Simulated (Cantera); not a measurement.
Input (Python, Cantera):

```python
import numpy as np
import cantera as ct

gas = ct.Solution("gri30.yaml")
gas.TPX = 700, 60000, {'CH3OH': 1, 'O2': 1.55, 'N2': 5.81}
flame = ct.FreeFlame(gas, width=0.057)
flame.set_refine_criteria(ratio=3, slope=0.08, curve=0.16)
flame.transport_model = "mixture-averaged"
flame.solve(loglevel=0, auto=True)
z, T = flame.grid, flame.T
thick = (T[-1] - T[0]) / np.gradient(T, z).max()
show = ['CH3OH', 'O2', 'CO2', 'O', 'H2', 'H2O']
print(f"laminar burning velocity  {flame.velocity[0] * 100:.3f} cm/s")
print(f"burnt temperature         {T[-1]:.1f} K")
print(f"thermal thickness         {thick * 1e3:.4f} mm")
print(f"grid points               {len(z)}")
z0 = z[flame.heat_release_rate.argmax()]
print(f"{'z/mm':>9s}{'T/K':>9s}{'u/(m/s)':>9s}" + "".join(f"{s:>11s}" for s in show))
rows = []
for k in (-3, -2, -1.5, -1, -0.5, -0.25, 0, 0.25, 0.5, 1, 2, 4, 8):
    zz = z0 + k * thick
    rows.append([k * thick, np.interp(zz, z, T), np.interp(zz, z, flame.velocity),
                 *(np.interp(zz, z, flame.X[gas.species_index(s)]) for s in show)])
    print(f"{rows[-1][0] * 1e3:9.3f}{rows[-1][1]:9.1f}{rows[-1][2]:9.3f}" + "".join(f"{x:11.3e}" for x in rows[-1][3:]))
```

Output:

```
laminar burning velocity  194.071 cm/s
burnt temperature         2382.9 K
thermal thickness         0.3834 mm
grid points               147
     z/mm      T/K  u/(m/s)      CH3OH         O2        CO2          O         H2        H2O
   -1.150    700.2    1.945  1.194e-01  1.850e-01  2.588e-07  2.493e-17  2.060e-03  7.440e-05
   -0.767    701.8    1.956  1.189e-01  1.842e-01  4.471e-06  5.156e-15  5.391e-03  6.406e-04
   -0.575    708.7    1.984  1.181e-01  1.828e-01  2.887e-05  3.661e-13  9.230e-03  2.466e-03
   -0.383    753.3    2.131  1.144e-01  1.775e-01  2.719e-04  1.379e-10  1.625e-02  1.149e-02
   -0.192   1025.5    2.992  8.911e-02  1.514e-01  2.900e-03  2.819e-07  2.792e-02  5.349e-02
   -0.096   1370.0    4.120  4.975e-02  1.184e-01  8.013e-03  1.980e-05  3.465e-02  1.002e-01
    0.000   1746.2    5.419  7.745e-03  8.135e-02  1.785e-02  7.067e-04  3.606e-02  1.520e-01
    0.096   1874.6    5.857  1.252e-04  5.734e-02  3.065e-02  3.737e-03  2.655e-02  1.763e-01
    0.192   1908.0    5.945  5.599e-07  4.406e-02  4.275e-02  6.030e-03  2.025e-02  1.836e-01
    0.383   1953.8    6.047  8.946e-11  3.464e-02  5.870e-02  7.140e-03  1.805e-02  1.849e-01
    0.767   2015.2    6.193  2.421e-14  3.005e-02  7.028e-02  6.703e-03  1.804e-02  1.851e-01
    1.533   2092.7    6.394  6.838e-17  2.707e-02  7.517e-02  5.498e-03  1.658e-02  1.895e-01
    3.067   2182.3    6.627  4.018e-17  2.398e-02  7.903e-02  4.014e-03  1.401e-02  1.960e-01
```

Detailed kinetics in Cantera: GRI-Mech 3.0 (53 species, 325 reactions). GRI-Mech 3.0 was tuned for natural gas; its chemistry of methanol as a main component is partial and can be far from experiment. Burning velocities carry a grid error of a few per cent, more on coarse grids.
